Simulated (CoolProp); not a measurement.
Vapour-liquid equilibrium of CHF3 (R23) (1) + propylene (2) at 0.041 MPa; x and y are mole fractions of (1).

Values from CoolProp's multi-fluid Helmholtz-energy mixture model, Penoncello 2003 and Lemmon 2013; pair parameters Bell 2016.

| x | bubble temperature (K) | y at the bubble point | dew temperature at overall composition x (K) | liquid density (mol/L) |
|---|---|---|---|---|
| 0.05 | ___ | 0.552 | 206.5 | 15.55 |
| 0.15 | 183.9 | 0.799 | 204.6 | 16.22 |
| 0.25 | ___ | 0.858 | 202.5 | 16.75 |
| 0.35 | 178.4 | 0.880 | 200.2 | 17.23 |
| 0.45 | 177.9 | ___ | 197.6 | 17.73 |
| 0.55 | 177.6 | 0.892 | ___ | 18.25 |
| 0.65 | 177.5 | 0.894 | 191.0 | ___ |
| 0.75 | 177.4 | 0.899 | 186.5 | 19.46 |
| 0.85 | ___ | 0.915 | 180.6 | 20.18 |
| 0.95 | 176.8 | ___ | ___ | 20.98 |

Complete the blanks.


- 0.05, bubble temperature (K): 194.5
- 0.25, bubble temperature (K): 180.0
- 0.45, y at the bubble point: 0.888
- 0.55, dew temperature at overall composition x (K): 194.5
- 0.65, liquid density (mol/L): 18.82
- 0.85, bubble temperature (K): 177.1
- 0.95, y at the bubble point: 0.957
- 0.95, dew temperature at overall composition x (K): 176.9

No azeotrope shows between x = 0.05 and 0.95.

The pair parameters rest on a limited set of measurements; away from them the model extrapolates. With so large a gap from Raoult's law the liquid may split in two, which this calculation doesn't test in full.
